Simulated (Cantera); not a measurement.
A closed system holds: 1 mol Si, a varied amount of CO2, 94 mol N2, held at 1175 °C and 1.05 Torr.

These are equilibrium values from Cantera (NASA tables, ideal gas, pure condensed phases), not measurements of a reactor. Candidate condensed phases: C, Si, SiC, SiO2, Si2N2O, Si3N4; 34 gas species. N2 is the only nitrogen source here; it is nearly inert below about 1500 K, so the nitride shown seldom forms there in practice. Mutual solubility and eutectic melting of coexisting phases are not modelled. Equilibrium is a limit: real reactors are often held back by kinetics, nucleation or transport.

Q: At 0.26 mol CO2, list the 3 most abundant gas species with their mole fractions, and the condensed phases.

A: N2 0.999, CO 0.00105, SiO 5.65e-5. Condensed: SiC(s) + Si2N2O(s).
